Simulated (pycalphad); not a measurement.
An equivalent pycalphad script:

```python
from pycalphad import Database, equilibrium, calculate, variables as v
import numpy as np
db = Database('COST507.tdb')
comps = ['AL', 'MN', 'SI', 'VA']
phases = ['AL11MN4', 'AL12MN', 'AL4MN', 'AL6MN', 'AL8MN5_D810', 'ALMNSI_ALPHA', 'ALMNSI_BETA', 'ALMNSI_DELTA', 'BCC_A2', 'CBCC_A12', 'CUB_A13', 'DIAMOND_A4', 'FCC_A1', 'HCP_A3', 'LIQUID', 'MN11SI19', 'MN3SI', 'MN5SI3', 'MN6SI', 'MN9SI2', 'MNSI']
eq = equilibrium(db, comps, phases, {v.X('MN'): 0.0224, v.X('SI'): 0.0218, v.T: np.arange(1850, 499, -40), v.P: 101325, v.N: 1}, output=['HM', 'SM'])
```

All values are pycalphad results on the COST 507 light-alloy database (1999) (1 atm), not direct measurements. The database dates from 1999; later assessments differ in places, in temperatures and in the compounds included. Amounts are mole fractions of atoms.

Results at three of the temperatures:

```
T = 1370.00 K, P = 101325 Pa, N = 1 mol of atoms
G = -74656 J/mol, H = 41792 J/mol, S = 85.00 J/(mol K)  (SER reference)
chemical potentials (J/mol): Al -72359, Mn -150263, Si -97673
phase             fraction      x(Al)      x(Mn)      x(Si)
LIQUID              1.0000     0.9558     0.0224     0.0218
```

```
T = 1250.00 K, P = 101325 Pa, N = 1 mol of atoms
G = -64629 J/mol, H = 37962 J/mol, S = 82.07 J/(mol K)  (SER reference)
chemical potentials (J/mol): Al -62455, Mn -138871, Si -83681
phase             fraction      x(Al)      x(Mn)      x(Si)
LIQUID              1.0000     0.9558     0.0224     0.0218
```

```
T = 770.00 K, P = 101325 Pa, N = 1 mol of atoms
G = -30709 J/mol, H = 10244 J/mol, S = 53.19 J/(mol K)  (SER reference)
chemical potentials (J/mol): Al -28584, Mn -130836, Si -21019
phase             fraction      x(Al)      x(Mn)      x(Si)
FCC_A1              0.8717     0.9933    0.00011     0.0066
ALMNSI_ALPHA        0.1283     0.7007     0.1739     0.1254
```

Changes of the phase set, refined by bisection:

```
T (K)                          phases above                         phases below
------  -----------------------------------  -----------------------------------
1000.8                               liquid                 ALMNSI_BETA + liquid
975.4                  ALMNSI_BETA + liquid  ALMNSI_ALPHA + ALMNSI_BETA + liquid
972.7   ALMNSI_ALPHA + ALMNSI_BETA + liquid                ALMNSI_ALPHA + liquid
922.9                 ALMNSI_ALPHA + liquid          ALMNSI_ALPHA + fcc + liquid
887.9           ALMNSI_ALPHA + fcc + liquid                   ALMNSI_ALPHA + fcc
756.5                    ALMNSI_ALPHA + fcc    ALMNSI_ALPHA + diamond (Si) + fcc
```

Database names, with the compositions (at.%) that they take in these runs: ALMNSI_ALPHA: Al 70-73 Mn 17 Si 9-13. FCC_A1 is fcc.
